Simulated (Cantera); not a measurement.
A closed system holds: 1 mol (CH3)2SiCl2, 0.077 mol CH4, 130 mol H2, held at 1298 K and 750 Torr.

These are equilibrium values from Cantera (NASA tables, ideal gas, pure condensed phases), not measurements of a reactor. Candidate condensed phases: C, C6H6, C7H8, C8H18, Si, SiC; 109 gas species. The feed counts by its element totals alone. Kinetics and transport are ignored.

Base state: H2 0.977, HCl 0.0150, CH4 0.00761 (mole fractions); condensed: C(graphite) + SiC(s).

### Question
What changes in the equilibrium state with this change: (CH3)2SiCl2 replaced by CH3SiCl3?

### Answer
| species | before | after |
|---|---|---|
| H2 | 0.977 | 0.977 |
| HCl | 0.0150 | 0.0222 |
| CH4 | 0.00761 | 0.000693 |
| SiCl2 | 1.80e-6 | 4.33e-5 |
| SiCl4 | 3.16e-7 | 1.67e-5 |
| SiCl3 | 3.08e-7 | 1.10e-5 |
| C(graphite), mol | 0.0637 | 0 |
| SiC(s), mol | 0.999 | 0.985 |
The tables' values for SiCl3 are old estimates; treat these amounts as uncertain.
